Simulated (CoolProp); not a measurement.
n-undecane at 509.88 K and 5.16 MPa is throttled through a valve to 2.47 MPa with no heat exchange. Each further row changes one setting.

Computed with CoolProp (reference Helmholtz-energy equation of state, Aleksandrov 2011). It is a short technical equation, of lower accuracy than the large ones.

```
case                       temperature change (K)  final density (kg/m³)
-------------------------  ----------------------  ---------------------
as stated                                       ?                      ?
outlet pressure 0.741 MPa                       ?                    561
outlet pressure 3.21 MPa                        ?                    570
```

Fill in the missing entries.


- as stated, temperature change (K): +0.3
- as stated, final density (kg/m³): 568
- outlet pressure 0.741 MPa, temperature change (K): +0.4
- outlet pressure 3.21 MPa, temperature change (K): +0.2
